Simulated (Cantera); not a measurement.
Cantera run:

```python
import numpy as np
import cantera as ct

gas_names = """
    H HO2 H2 H2O H2O2 O OH O2 O3 Pb PbO Pb2
""".split()
cond_names = """
    H2O(s) H2O(L) Pb(cr) Pb(L) PbO(rd) PbO(yw) PbO(L) PbO2(s) Pb3O4(s)
""".split()


# ... load() reads the species with a 1 bar reference pressure and builds the phases ...
atoms = {
    'Pb': {'Pb': 1},
    'H2': {'H': 2},
    'O2': {'O': 2},
}
top_T = {'Pb3O4(s)': 820}  # K; cautious upper limits of use, not melting points


# ... equilibrate(T, P, feed) seeds the gas with the atoms and calls Mixture.equilibrate('TP', solver="vcs", rtol=1e-11, max_steps=5000) ...
results = []
feed = {'Pb': 1, 'H2': 19, 'O2': 0.028}  # mol
P = 59000  # Pa
for T in [675, 750, 825, 900, 975, 1050, 1125, 1200, 1275, 1350, 1425, 1500, 1575]:
    mix = equilibrate(T, P, feed)
    results.append((T, P, feed, dict(zip(mix.species_names, mix.species_moles))))

top = {s: max(r[3][s] / sum(r[3][g] for g in gas_names) for r in results) for s in gas_names}
cols = sorted((s for s in top if top[s] > 1e-06), key=lambda s: -top[s])[:8]
seen = [c for c in cond_names if any(r[3].get(c, 0) > 1e-12 for r in results)]
print("log10 of partial pressures in bar; condensed amounts in mol")
print(f"{'T/K':>10s}" + "".join(f"{s[:9]:>10s}" for s in cols + seen))
for T, P, feed, n in results:
    ng = sum(n[g] for g in gas_names)
    print(f"{T:10.4g}" + "".join(f"{np.log10(max(n[s] / ng * P / 1e5, 1e-99)):10.3f}" for s in cols)
          + "".join(f"{n.get(c, 0):10.4g}" for c in seen))
```

It prints:

```
log10 of partial pressures in bar; condensed amounts in mol
       T/K        H2        Pb       H2O         H       Pb2     Pb(L)
       675    -0.230    -9.471    -2.760   -14.322   -18.153         1
       750    -0.230    -8.023    -2.760   -12.615   -15.717         1
       825    -0.230    -6.843    -2.760   -11.216   -13.734         1
       900    -0.230    -5.864    -2.760   -10.047   -12.090         1
       975    -0.230    -5.038    -2.760    -9.057   -10.706    0.9997
      1050    -0.230    -4.332    -2.760    -8.206    -9.526    0.9985
      1125    -0.231    -3.723    -2.760    -7.468    -8.507    0.9939
      1200    -0.231    -3.192    -2.760    -6.820    -7.620    0.9793
      1275    -0.232    -2.724    -2.761    -6.248    -6.841    0.9391
      1350    -0.234    -2.310    -2.763    -5.740    -6.152    0.8411
      1425    -0.239    -1.941    -2.768    -5.286    -5.538    0.6238
      1500    -0.249    -1.610    -2.778    -4.879    -4.988    0.1742
      1575    -0.253    -1.531    -2.782    -4.508    -4.931         0
```

Equilibrium computed with Cantera from the NASA thermochemical tables; the gas is ideal and each condensed phase is pure.
